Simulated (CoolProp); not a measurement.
Saturation properties of nitrogen (Tc = -147.0 °C, pc = 33.96 bar, ω = 0.037).

Model: reference Helmholtz-energy equation of state, Span 2000, in CoolProp.

```
T (°C)   p (bar)  liquid density (kg/m³)  vapour density (kg/m³)  enthalpy of vaporisation (kJ/kg)  surface tension (mN/m)
-------  -------  ----------------------  ----------------------  --------------------------------  ----------------------
-190.25    1.859                   780.3                   8.091                             191.6                    7.64
-186.25    2.737                   760.8                   11.62                             185.6                    6.77
-182.35    3.858                   740.9                   16.09                             179.1                    5.94
-178.45    5.282                   719.9                   21.78                             172.0                    5.14
-174.55    7.053                   697.7                   28.96                             164.0                    4.36
-170.55    9.279                   673.2                   38.24                             154.9                    3.59
-166.65    11.89                   647.2                   49.68                             144.8                    2.86
-162.75    15.00                   618.3                   64.25                             133.0                    2.18
```

It boils at -195.8 °C under 1 atm.

Surface tension comes from a separate correlation (Mulero 2012).
